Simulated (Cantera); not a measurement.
Input (Python, Cantera) and output of one run.

```python
import numpy as np
import cantera as ct

gas_names = """
    Electron Br Br2 H H+ H- HBr H2 H2+ H2- N N+ N- NH NH+ NH2 NH3 NH4+ N2 N2+ N2- N2H2 N2H4
""".split()
cond_names = """
    Br2(cr) Br2(L)
""".split()


def load(file, names, dense=False):
    # The tables refer to 1 bar. Condensed volumes are neglected.
    table = {s.name: s for s in ct.Species.list_from_file(file)}
    out = []
    for n in names:
        d = dict(table[n].input_data)
        d["thermo"] = dict(d["thermo"], **{"reference-pressure": 1e5})
        if dense:
            d["equation-of-state"] = {"model": "constant-volume", "density": "1e6 g/cm^3"}
        out.append(ct.Species.from_dict(d))
    return out


gas = ct.Solution(thermo="ideal-gas", species=load("nasa_gas.yaml", gas_names))
cond = {s.name: ct.Solution(thermo="fixed-stoichiometry", species=[s], name=s.name)
        for s in load("nasa_condensed.yaml", cond_names, dense=True)}
atoms = {
    'HBr': {'H': 1, 'Br': 1},
    'H2': {'H': 2},
    'N2': {'N': 2},
}
top_T = {}  # K; cautious upper limits of use, not melting points


def equilibrate(T, P, feed):
    n = {}
    for name, mol in feed.items():
        for a, k in atoms[name].items():
            n[a] = n.get(a, 0.0) + k * mol
    gas.TPX = T, P, n
    mass = sum(n.values()) * gas.mean_molecular_weight
    gas.equilibrate("TP")
    valid = [c for c in cond.values() if c.min_temp <= T <= top_T.get(c.name, c.max_temp)]
    mix = ct.Mixture([(gas, mass / gas.mean_molecular_weight)] + [(c, 0.0) for c in valid])
    mix.T, mix.P = T, P
    mix.equilibrate("TP", solver="vcs", rtol=1e-11, max_steps=5000)
    return mix


results = []
feed = {'HBr': 1, 'H2': 0.045, 'N2': 33}  # mol
P = 101325  # Pa
for T in [3000, 3500, 4000, 4500, 5000]:
    mix = equilibrate(T, P, feed)
    results.append((T, P, feed, dict(zip(mix.species_names, mix.species_moles))))

top = {s: max(r[3][s] / sum(r[3][g] for g in gas_names) for r in results) for s in gas_names}
cols = sorted((s for s in top if top[s] > 0.001), key=lambda s: -top[s])[:7]
seen = [c for c in cond_names if any(r[3].get(c, 0) > 1e-12 for r in results)]
print("log10 of partial pressures in bar; condensed amounts in mol")
print(f"{'T/K':>10s}" + "".join(f"{s[:9]:>10s}" for s in cols + seen))
for T, P, feed, n in results:
    ng = sum(n[g] for g in gas_names)
    print(f"{T:10.4g}" + "".join(f"{np.log10(max(n[s] / ng * P / 1e5, 1e-99)):10.3f}" for s in cols)
          + "".join(f"{n.get(c, 0):10.4g}" for c in seen))
```

Output:

```
log10 of partial pressures in bar; condensed amounts in mol
       T/K        N2         N         H        Br        H2       HBr
      3000    -0.017    -4.864    -1.858    -1.575    -2.113    -2.598
      3500    -0.020    -3.665    -1.571    -1.547    -2.684    -3.254
      4000    -0.022    -2.762    -1.514    -1.541    -3.433    -3.926
      4500    -0.025    -2.058    -1.507    -1.542    -4.091    -4.493
      5000    -0.035    -1.497    -1.510    -1.546    -4.636    -4.962
```

Equilibrium computed with Cantera from the NASA thermochemical tables; the gas is ideal and each condensed phase is pure.
